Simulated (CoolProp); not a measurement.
Values from CoolProp's reference Helmholtz-energy equation of state, Wagner 2002.

### Question
Give the vapour pressure (MPa), liquid density (kg/m³), liquid cp (kJ/(kg K)), liquid viscosity (µPa s) of saturated water at 531.7, 565.7 K.

### Answer
| T (K) | p (MPa) | liquid density (kg/m³) | liquid cp (kJ/(kg K)) | liquid viscosity (µPa s) |
|---|---|---|---|---|
| 531.7 | 4.58 | 786 | 4.97 | 102 |
| 565.7 | 7.72 | 727 | 5.55 | 88.7 |

Viscosity comes from a separate model (Huber 2009).
